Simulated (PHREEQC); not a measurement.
A PHREEQC speciation (ion-association model, wateq4f.dat) at 25 °C gives pH 2.45 and these molalities:

```
species   mol/kgw
-------  --------
HF         0.0174
H+        0.00376
F-        0.00352
H2F2     0.000792
HF2-     0.000236
```

Q: What are the element totals, and what could have been dissolved in 1 kg of water to give them?

A: Several could match; the one computed here: totals F 0.0230 mol/kgw, from 0.023 mol HF per kg of water.

No solid was allowed to form. wateq4f.dat counts part of the HF as a dimer, H2F2, which phreeqc.dat doesn't know; its constant is uncertain.
